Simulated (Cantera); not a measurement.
Feed: 1 mol AlN, 4.8 mol H2, at 1323.15 K and 5.80 mbar.

These are equilibrium values from Cantera (NASA tables, ideal gas, pure condensed phases), not measurements of a reactor. Candidate condensed phases: Al, AlN; 13 gas species. Rates play no part.

Base state: H2 1.000, H 2.09e-5 (mole fractions); condensed: AlN(s).

What changes in the equilibrium state with this change: temperature from 1323.15 K to 1950 K?


| species | before | after |
|---|---|---|
| H2 | 1.000 | 0.857 |
| Al | 3.35e-7 | 0.0845 |
| N2 | 2.01e-7 | 0.0432 |
| H | 2.09e-5 | 0.0139 |
| AlH | 6.72e-8 | 0.00186 |
| Al2 | <1e-9 | 1.65e-5 |
| AlN(s), mol | 1.000 | 0.520 |
